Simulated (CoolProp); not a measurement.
Saturation properties of ethylene (Tc = 282.4 K, pc = 5042 kPa, ω = 0.087).

Model: reference Helmholtz-energy equation of state, Smukala 2000, in CoolProp.

| T (K) | p (kPa) | liquid density (kg/m³) | vapour Z | surface tension (mN/m) |
|---|---|---|---|---|
| 147 | 21.59 | [?] | 0.9892 | 20.2 |
| 157.7 | 48.09 | 584.1 | 0.9806 | 18.3 |
| 168.3 | 95.04 | 569.2 | [?] | 16.5 |
| 178.9 | 171.8 | 553.8 | 0.9517 | 14.7 |
| 189.5 | 288.7 | 537.8 | 0.9306 | 13.0 |
| 200.2 | 459.2 | 520.9 | 0.9042 | 11.3 |
| 210.8 | [?] | 503.1 | 0.8726 | 9.57 |
| 221.4 | 1002 | 484.1 | 0.8354 | 7.93 |
| 232.1 | 1407 | 463.1 | 0.7913 | 6.33 |
| 242.7 | 1913 | 439.9 | 0.7399 | 4.80 |
| 253.3 | 2538 | 413.2 | 0.6789 | 3.33 |

Question: Some entries are withheld; supply them.

Answer: 
- 147, liquid density (kg/m³): 598.7
- 168.3, vapour Z: 0.9683
- 210.8, p (kPa): 692.4

It boils at 169.4 K under 1 atm.

Surface tension comes from a separate correlation (Mulero 2012).
